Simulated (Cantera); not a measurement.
Mixture: CH4 : O2 : N2 = 1 : 3.12 : 11.8 (molar parts), equivalence ratio 0.64, at 1.00 bar, adiabatic and at constant pressure. Ignition delay is the time to a rise of 400 K.

Detailed kinetics in Cantera: GRI-Mech 3.0 (53 species, 325 reactions).

### Question
At T0 = 1450 K, what is the delay, and which 6 reactions control it most (d ln τ / d ln k, from doubling and halving each rate constant)?

### Answer
The delay is 1.65 ms.
```tsv
reaction	d ln τ / d ln k	faster rate
CH3 + O2 <=> CH3O + O	-0.48	shortens it
2 CH3 (+M) <=> C2H6 (+M)	0.39	lengthens it
H + O2 <=> O + OH	-0.35	shortens it
CH4 + H <=> CH3 + H2	0.27	lengthens it
CH3 + HO2 <=> CH3O + OH	-0.20	shortens it
CH3 + O2 <=> CH2O + OH	-0.19	shortens it
```
